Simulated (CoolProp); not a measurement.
Saturation properties of fluorine (Tc = -128.7 °C, pc = 5.240 MPa, ω = 0.045).

Values from CoolProp's reference Helmholtz-energy equation of state, de Reuck 1990.

| T (°C) | p (MPa) | liquid density (kg/m³) | liquid cp (kJ/(kg K)) | vapour Z |
|---|---|---|---|---|
| -159.05 | 1.156 | 1267 | 1.737 | 0.8239 |
| -157.05 | 1.305 | 1248 | 1.771 | 0.8087 |
| -155.05 | 1.467 | 1227 | 1.812 | 0.7926 |
| -153.15 | 1.634 | 1207 | 1.857 | 0.7763 |
| -151.15 | 1.824 | 1186 | 1.914 | 0.7582 |
| -149.15 | 2.030 | 1163 | 1.982 | 0.7388 |
| -147.15 | 2.252 | 1138 | 2.065 | 0.7181 |
| -145.25 | 2.478 | 1114 | 2.164 | 0.6971 |
| -143.25 | 2.734 | 1086 | 2.297 | 0.6733 |
| -141.25 | 3.009 | 1056 | 2.473 | 0.6475 |
| -139.25 | 3.303 | 1023 | 2.716 | 0.6193 |
| -137.35 | 3.602 | 988.5 | 3.051 | 0.5897 |
| -135.35 | 3.938 | 946.4 | 3.608 | 0.5546 |
| -133.35 | 4.298 | 895.9 | 4.644 | 0.5132 |

It boils at -188.1 °C under 1 atm.
